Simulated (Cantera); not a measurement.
Transport properties of process gases

Gas mixture: 100 % O2, at 0.132 atm, frozen composition.

Cantera's kinetic-theory transport with the Lennard-Jones parameters of GRI-Mech 3.0, ideal gas; thermal conductivity in the mixture-averaged form.

```csv
T (K),ρ (kg/m³),cp (J/kg/K),μ (µPa s),λ (mW/m/K),Pr,D (cm²/s) OH,D (cm²/s) CH3,D (cm²/s) CH4
400,0.128,941.4,25.6,33.9,0.713,4.05,2.88,2.86
650,0.0789,1017,36.0,51.6,0.709,9.24,6.65,6.62
900,0.0570,1074,44.7,67.6,0.710,15.9,11.5,11.5
1150,0.0446,1109,52.5,82.2,0.708,24.0,17.4,17.3
1400,0.0366,1134,59.7,95.7,0.707,33.2,24.1,24.0
1650,0.0311,1155,66.4,108,0.707,43.6,31.7,31.6
1900,0.0270,1174,72.7,121,0.707,55.1,40.1,39.9
2150,0.0239,1192,78.8,133,0.707,67.6,49.2,48.9
```
D: mixture-averaged diffusion coefficient of that species in the mixture.
